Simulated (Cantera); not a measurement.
Source: NASA polynomial tables (part measured, part estimated), evaluated in Cantera. Values are per mole of reaction as written; species without (g) are pure solids or liquids, kept so even where they would boil at 1 bar.

Q: Between 300 and 2875 K, where is each reaction favourable under standard conditions?
- O(g) + 2 K(g) + SO₃(g) ⇌ K₂SO₄

A: 
- O(g) + 2 K(g) + SO₃(g) ⇌ K₂SO₄: ΔG° is -1300 kJ at 300 K and -90 kJ at 2875 K; it stays negative (K > 1). ΔH° is -1284 kJ and ΔS° -415 J/K at 2875 K.
